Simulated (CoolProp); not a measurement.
Properties of R13 along the isobar 0.101 MPa.

The numbers come from the reference Helmholtz-energy equation of state, Platzer 1990 in CoolProp. This equation is an older, rougher fit.

| T (°C) | phase | cv (kJ/(kg K)) | viscosity (µPa s) |
|---|---|---|---|
| -80.45 | gas | 0.4292 | 9.26 |
| -72.15 | gas | 0.4397 | 9.69 |
| -63.95 | gas | 0.4503 | 10.1 |
| -55.75 | gas | 0.4610 | 10.5 |
| -47.55 | gas | 0.4717 | 10.9 |
| -39.25 | gas | 0.4825 | 11.3 |
| -31.05 | gas | 0.4932 | 11.7 |
| -22.85 | gas | 0.5037 | 12.1 |
| -14.65 | gas | 0.5142 | 12.5 |
| -6.45 | gas | 0.5244 | 12.9 |
| 1.85 | gas | 0.5347 | 13.3 |

Viscosity comes from a separate model (Huber 2003), an estimate that may be off by 10 % or more.
